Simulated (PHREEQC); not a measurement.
Make-up at 20 °C: 0.035 mol/kgw HF and 0.28 mol/kgw NH4F. Closed to the air; pH follows from the charge balance.

The numbers come from PHREEQC with the ion-association model, phreeqc.dat.

Precipitation was switched off in this run.

Predict the pH, activity of water, density.

pH 4.11; activity of water 0.990; density 1.004 g/cm³.

In which forms is F present?

F- 84 %, HF2- 11 %, HF 5.7 % of the F.
